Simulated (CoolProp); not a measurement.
Vapour-liquid equilibrium of CHF3 (R23) (1) + R143a (2) at 268.4 K; x and y are mole fractions of (1).

Values from CoolProp's multi-fluid Helmholtz-energy mixture model, Penoncello 2003 and Lemmon and Jacobsen 2000; pair parameters Bell 2016.

Problem. Give the bubble pressure and the first vapour's composition at x = 0.2, 0.5, 0.65. Is there an azeotrope?

Solution. x = 0.2: 0.8038 MPa, y = 0.431; x = 0.5: 1.291 MPa, y = 0.750; x = 0.65: 1.548 MPa, y = 0.842. No azeotrope shows between x = 0.05 and 0.95.

Pair parameters are fitted to limited data, so mixtures are less certain than the pure fluids.
